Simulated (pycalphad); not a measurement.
## Phase fractions of Al-0.84Si-11.66Mg (at.%)

CALPHAD calculation (pycalphad, COST 507 light-alloy database (1999)), 1 atm. The database dates from 1999; later assessments differ in places, in temperatures and in the compounds included. Amounts are mole fractions of atoms. Diffusion is slow at the low end, where real alloys seldom reach equilibrium.

```csv
T (°C),liquid,fcc,MG2SI,ALMG_BETA
627,1.000,-,-,-
577,0.581,0.419,-,-
527,0.068,0.908,0.024,-
477,-,0.975,0.025,-
427,-,0.975,0.025,-
377,-,0.975,0.025,-
327,-,0.931,0.025,0.043
277,-,0.864,0.025,0.111
227,-,0.816,0.025,0.159
177,-,0.781,0.025,0.194
127,-,0.756,0.025,0.219
77,-,0.739,0.025,0.236
```

Database names, with the compositions (at.%) that they take in these runs: MG2SI: Mg 67 Si 33; ALMG_BETA: Al 61 Mg 39.
